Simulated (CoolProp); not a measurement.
Computed with CoolProp (reference Helmholtz-energy equation of state, de Vries 1995).

Q: For R124, give the phase and the cv (kJ/(kg K)), expansivity (1/kK), viscosity (µPa s), conductivity (mW/(m K)) at 253.1 K and 4420 kPa; 420 K and 4420 kPa; 453.3 K and 4420 kPa.

A: 
- 253.1 K and 4420 kPa: liquid; cv 0.718, expansivity 1.85, viscosity 470, conductivity 87.1
- 420 K and 4420 kPa: supercritical; cv 0.939, expansivity 19.7, viscosity 26.1, conductivity 35.1
- 453.3 K and 4420 kPa: supercritical; cv 0.928, expansivity 7.07, viscosity 22.9, conductivity 32.7

Viscosity comes from a separate model (Bell 2016), an estimate that may be off by 10 % or more. Thermal conductivity comes from a separate model (Huber 2003), an estimate that may be off by 10 % or more.
